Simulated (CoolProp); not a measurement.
Nitrogen along the isotherm 76.2 K: fugacity coefficient from the reference equation and from simpler models built on Tc = 126.2 K, pc = 33.96 bar, ω = 0.037; each cubic takes its own stable root.

Model: reference Helmholtz-energy equation of state, Span 2000, in CoolProp.

```
p (bar)   phase  reference  Redlich-Kwong  Soave-Redlich-Kwong
-------  ------  ---------  -------------  -------------------
42.4     liquid    0.02508        0.02125              0.02481
84.9     liquid    0.01573        0.01328              0.01553
127      liquid    0.01314        0.01106              0.01295
170      liquid    0.01230        0.01032              0.01210
212      liquid    0.01227        0.01026              0.01204
255      liquid    0.01274        0.01061              0.01246
297      liquid    0.01356        0.01126              0.01323
340      liquid    0.01473        0.01220              0.01435
```
